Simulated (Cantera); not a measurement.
Standard-state values (1 bar) from the NASA 1993 polynomials, evaluated with Cantera. Values are per mole of reaction as written; species without (g) are pure solids or liquids, kept so even where they would boil at 1 bar.

Q: Between 300 and 1698 K, where is each reaction favourable under standard conditions?
- B2O2(g) + 2 NO2(g) = 3 O2(g) + 2 BN

A: 
- B2O2(g) + 2 NO2(g) = 3 O2(g) + 2 BN: ΔG° is -91 kJ at 300 K and 13 kJ at 1698 K; it changes sign between 1498 and 1698 K. ΔH° is -104 kJ and ΔS° -69 J/K at 1698 K.
